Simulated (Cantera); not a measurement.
Predominance diagram of Ca at 900 K against the partial pressures of O₂ and H₂O (log10, bar). Cantera with NASA thermochemical tables; ideal gases at 1 bar, condensed phases pure. Candidates: Ca(s), CaO(s), Ca(OH)₂(s). Only these pure phases compete in this equilibrium. 

Problem. Which phase is stable at these pairs, and which metal-bearing vapour leads over it? (-7, -3.7); (-8, -13); (-2, -13); (-4, -8.3); (-18, -17.7); (-21, -20); (-21, -3.7)

Solution. 
| log p(O₂) | log p(H₂O) | phase | chief vapour | log p (bar) |
|---|---|---|---|---|
| -7 | -3.7 | CaO(s) | Ca(OH)₂ | -16.1 |
| -8 | -13 | CaO(s) | Ca(OH)₂ | -25.4 |
| -2 | -13 | CaO(s) | Ca(OH)₂ | -25.4 |
| -4 | -8.3 | CaO(s) | Ca(OH)₂ | -20.7 |
| -18 | -17.7 | CaO(s) | Ca | -27.0 |
| -21 | -20 | CaO(s) | Ca | -25.5 |
| -21 | -3.7 | CaO(s) | Ca(OH)₂ | -16.1 |
